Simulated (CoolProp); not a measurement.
Computed with CoolProp (reference Helmholtz-energy equation of state, Thol 2017).

Task: For decamethyltetrasiloxane (MD2M), give the phase and the density (kg/m³), Joule-Thomson coefficient (K/MPa), isothermal compressibility (1/MPa), fugacity coefficient at 78.95 °C and 182 kPa; 175.85 °C and 182 kPa.

Result: 
- 78.95 °C and 182 kPa: liquid; density 795, Joule-Thomson coefficient -0.375, isothermal compressibility 0.00256, fugacity coefficient 0.00946
- 175.85 °C and 182 kPa: liquid; density 690, Joule-Thomson coefficient -0.156, isothermal compressibility 0.00707, fugacity coefficient 0.334
